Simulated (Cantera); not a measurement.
A perfectly stirred reactor is fed with H2 : O2 : N2 = 1 : 0.926 : 3.48 (molar parts), equivalence ratio 0.54, at 3750 Torr; it is adiabatic with a 475 K inlet, and is followed from long to short residence time, starting on the burning branch (τ in s: 0.023, 0.0093, 0.0037, 0.0015, 0.00061, 0.00025, 0.0001, 4e-05, 1.6e-05).

Computed with Cantera and GRI-Mech 3.0 (53 species, 325 reactions). The hydrogen kinetics of GRI-Mech 3.0 are dated; newer H2 mechanisms differ, most at raised pressure.

x: mole fraction; the columns are a selection and need not sum to one.

| τ (s) | T (K) | x H2 | x O2 | x N2O | x NO2 | x HO2 |
|---|---|---|---|---|---|---|
| 0.023 | 1871 | 0.000115 | 0.0865 | 7.45e-7 | 7.91e-8 | 3.01e-6 |
| 0.0093 | 1869 | [?] | 0.0865 | [?] | 7.18e-8 | [?] |
| 0.0037 | 1865 | 0.000362 | 0.0864 | 1.51e-6 | 7.16e-8 | 7.32e-6 |
| 0.0015 | 1860 | 0.000651 | 0.0863 | 1.87e-6 | 6.79e-8 | 1.25e-5 |
| 0.00061 | 1850 | 0.00117 | 0.0862 | 1.97e-6 | 5.71e-8 | 2.17e-5 |
| 0.00025 | 1835 | 0.00208 | 0.0861 | 1.79e-6 | 4.44e-8 | 3.70e-5 |
| 0.00010 | 1810 | 0.00374 | 0.0863 | 1.46e-6 | 3.54e-8 | 6.24e-5 |
| 4.0e-5 | 1766 | 0.00670 | 0.0868 | 1.11e-6 | 3.05e-8 | 0.000101 |
| 1.6e-5 | 1694 | [?] | 0.0887 | [?] | [?] | [?] |

Question: What belongs in the gaps?

Answer: 
- 0.0093, x H2: 0.000200
- 0.0093, x N2O: 1.07e-6
- 0.0093, x HO2: 4.45e-6
- 1.6e-5, x H2: 0.0122
- 1.6e-5, x N2O: 7.88e-7
- 1.6e-5, x NO2: 2.57e-8
- 1.6e-5, x HO2: 0.000155
